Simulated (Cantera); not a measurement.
Feed: 1 mol MgO, 0.96 mol CH4, 0.87 mol CO, at 0.0100 bar.

These are equilibrium values from Cantera (NASA tables, ideal gas, pure condensed phases), not measurements of a reactor. Candidate condensed phases: C, C6H6, C7H8, C8H18, H2O, Mg, MgCO3, MgO, Mg(OH)2; 116 gas species. The tables' values for MgH are old estimates; treat these amounts as uncertain. Rates play no part.

x: gas mole fraction; n: condensed amount in mol.

```csv
T (K),x H2,x CO,x Mg,x CO2,x H2O,n C(graphite),n MgO(s)
898,0.688,0.300,<1e-12,0.00528,___,0.985,1.00
973,0.688,0.309,<1e-12,0.000961,___,0.965,1.00
1048,0.688,0.311,7.87e-12,0.000215,___,0.961,1.00
1123,0.688,0.312,9.65e-10,5.87e-5,___,0.960,1.00
1198,0.688,0.312,6.42e-8,1.89e-5,___,0.960,1.00
1273,0.688,0.312,2.59e-6,6.99e-6,___,0.960,1.000
1348,0.688,0.312,6.84e-5,2.90e-6,___,0.960,1.000
1423,0.686,0.312,0.00127,1.33e-6,___,0.956,0.996
1498,0.664,0.318,0.0172,6.84e-7,___,0.910,0.950
1573,0.471,0.371,0.157,4.95e-7,___,0.319,0.359
1648,0.407,0.388,0.204,1.93e-6,___,0,0.0400
1723,0.407,0.388,0.204,8.13e-6,___,0,0.0398
1798,0.406,0.388,0.204,3.03e-5,___,0,0.0393
```

### Question
Some entries are withheld; supply them.

### Answer

- 898, x H2O: 0.00521
- 973, x H2O: 0.00132
- 1048, x H2O: 0.000400
- 1123, x H2O: 0.000142
- 1198, x H2O: 5.69e-5
- 1273, x H2O: 2.55e-5
- 1348, x H2O: 1.25e-5
- 1423, x H2O: 6.62e-6
- 1498, x H2O: 3.68e-6
- 1573, x H2O: 1.82e-6
- 1648, x H2O: 6.50e-6
- 1723, x H2O: 2.99e-5
- 1798, x H2O: 0.000121
